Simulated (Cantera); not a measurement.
Input: 1 mol Si3N4, 0.45 mol O2, 1.1 mol H2, held at 0.218 Torr.

Equilibrium computed with Cantera from the NASA thermochemical tables; the gas is ideal and each condensed phase is pure. Candidate condensed phases: H2O, Si, SiO2, Si2N2O, Si3N4; 35 gas species. Mutual solubility and eutectic melting of coexisting phases are not modelled. The tables' values for SiN are old estimates; treat these amounts as uncertain. Gases not in the tables: Si2H6 and higher silanes. Equilibrium is a limit: real reactors are often held back by kinetics, nucleation or transport.

x: gas mole fraction; n: condensed amount in mol.

| T (K) | x H2 | x N2 | x Si | x SiO | x H | n Si2N2O(s) | n Si3N4(s) | n Si(s) | n Si(l) |
|---|---|---|---|---|---|---|---|---|---|
| 1475 | 0.784 | 0.214 | 1.19e-5 | 0.00124 | 0.000674 | 0.898 | 0.401 | 0 | 0 |
| 1525 | 0.728 | 0.265 | 6.51e-5 | 0.00542 | 0.00119 | 0.892 | 0.354 | 0.146 | 0 |
| 1575 | 0.476 | 0.499 | 0.000198 | 0.0225 | 0.00168 | 0.848 | 0 | 1.25 | 0 |
| 1625 | 0.343 | 0.499 | 0.000562 | 0.155 | 0.00243 | 0.405 | 0 | 1.69 | 0 |
| 1675 | 0.272 | 0.498 | 0.00150 | 0.224 | 0.00356 | 0 | 0 | 2.09 | 0 |
| 1725 | 0.270 | 0.497 | 0.00350 | 0.224 | 0.00567 | 0 | 0 | 0 | 2.09 |
| 1775 | 0.267 | 0.494 | 0.00757 | 0.222 | 0.00879 | 0 | 0 | 0 | 2.07 |
| 1825 | 0.262 | 0.489 | 0.0157 | 0.220 | 0.0132 | 0 | 0 | 0 | 2.03 |
| 1875 | 0.254 | 0.479 | 0.0312 | 0.216 | 0.0194 | 0 | 0 | 0 | 1.96 |
| 1925 | 0.240 | 0.462 | 0.0600 | 0.208 | 0.0275 | 0 | 0 | 0 | 1.83 |
| 1975 | 0.219 | 0.433 | 0.111 | 0.195 | 0.0376 | 0 | 0 | 0 | … |
| 2025 | 0.187 | 0.385 | 0.201 | 0.173 | 0.0489 | 0 | 0 | 0 | … |
| 2075 | 0.146 | 0.320 | 0.324 | 0.144 | 0.0597 | 0 | 0 | 0 | … |

Q: Fill in the missing entries.

A: 
- 1975, n Si(l): 1.56
- 2025, n Si(l): 1.01
- 2075, n Si(l): 0
